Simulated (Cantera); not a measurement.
Input: 1 mol CH3SiCl3, 0.31 mol CH4, 16 mol H2, held at 1925 °C and 10.0 Torr.

Equilibrium computed with Cantera from the NASA thermochemical tables; the gas is ideal and each condensed phase is pure. Candidate condensed phases: C, C6H6, C7H8, C8H18, Si, SiC; 109 gas species. The feed counts by its element totals alone. The tables' values for SiCl are old estimates; treat these amounts as uncertain. Gases not in the tables: Si2H6 and higher silanes. Kinetics and transport are ignored.

Base state: H2 0.807, HCl 0.134, H 0.0434, Cl 0.00523, SiCl2 0.00456, Si 0.00290, C2H2 (acetylene) 0.00205, SiCl 0.000620 (mole fractions); condensed: C(graphite) + SiC(s).

What changes in the equilibrium state with this change: H2 from 16 to 80 mol?


| species | before | after |
|---|---|---|
| H2 | 0.807 | 0.913 |
| H | 0.0434 | 0.0461 |
| HCl | 0.134 | 0.0330 |
| SiCl2 | 0.00456 | 0.000247 |
| Si | 0.00290 | 0.00290 |
| SiCl | 0.000620 | 0.000144 |
| Cl | 0.00523 | 0.00121 |
| C2H2 (acetylene) | 0.00205 | 0.00232 |
| SiH2 | 2.55e-5 | 2.88e-5 |
| SiH | 0.000134 | 0.000142 |
| C(graphite), mol | 0.391 | 0.198 |
| SiC(s), mol | 0.821 | 0.649 |
